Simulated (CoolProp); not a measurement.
A closed Brayton cycle with carbon dioxide: compressor inlet 314.15 K and 9.4 MPa, high pressure 20.2 MPa, turbine inlet 625 K, compressor efficiency 0.85, turbine efficiency 0.9, recuperator effectiveness 0.95 (on enthalpy, no pinch check). Each further row changes one setting.

Model: reference Helmholtz-energy equation of state, Span 1996, in CoolProp.

| case | thermal efficiency (%) | net work (kJ/kg) | compressor to turbine work | compressor exit (K) | turbine exit (K) |
|---|---|---|---|---|---|
| as stated | 26.9 | 52.2 | 0.29 | 345.8 | 545.4 |
| turbine inlet 575 K | (withheld) | (withheld) | (withheld) | 345.8 | (withheld) |
| compressor inlet 324.15 K | 25.3 | 41.0 | 0.44 | (withheld) | 545.4 |
| high pressure 17.2 MPa | (withheld) | 43.5 | 0.26 | 338.9 | (withheld) |
| recuperator effectiveness 0.5 | 17.0 | 52.2 | 0.29 | 345.8 | 545.4 |

### Question
What belongs in the gaps?

### Answer

- turbine inlet 575 K, thermal efficiency (%): 24.2
- turbine inlet 575 K, net work (kJ/kg): 44.4
- turbine inlet 575 K, compressor to turbine work: 0.32
- turbine inlet 575 K, turbine exit (K): 498.4
- compressor inlet 324.15 K, compressor exit (K): 379.4
- high pressure 17.2 MPa, thermal efficiency (%): 25.2
- high pressure 17.2 MPa, turbine exit (K): 562.0
